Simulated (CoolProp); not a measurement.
Ammonia at 456.57 K and 4.26 MPa flows at 9.8 m/s in a round tube of 4.6 mm bore and 1.5 µm roughness, fully developed (64/Re and Nu = 3.66 if laminar; Colebrook and Gnielinski if turbulent). Each further row changes one setting.

Computed with CoolProp (reference Helmholtz-energy equation of state, Gao 2020).

| case | Reynolds number | Darcy friction factor | pressure drop (Pa/m) | heat-transfer coefficient (W/(m² K)) | mass flow (kg/h) |
|---|---|---|---|---|---|
| as stated | [?] | [?] | 4720 | 1610 | [?] |
| velocity 19.6 m/s | 117000 | 0.0191 | [?] | 2900 | [?] |
| diameter 9.2 mm | 117000 | 0.0183 | 2020 | [?] | [?] |

### Question
Some entries are withheld; supply them.

### Answer

- as stated, Reynolds number: 58400
- as stated, Darcy friction factor: 0.0214
- as stated, mass flow (kg/h): 12.4
- velocity 19.6 m/s, pressure drop (Pa/m): 16900
- velocity 19.6 m/s, mass flow (kg/h): 24.8
- diameter 9.2 mm, heat-transfer coefficient (W/(m² K)): 1390
- diameter 9.2 mm, mass flow (kg/h): 49.5

Viscosity comes from a separate model (Fenghour 1995). Thermal conductivity comes from a separate model (Tufeu 1984).
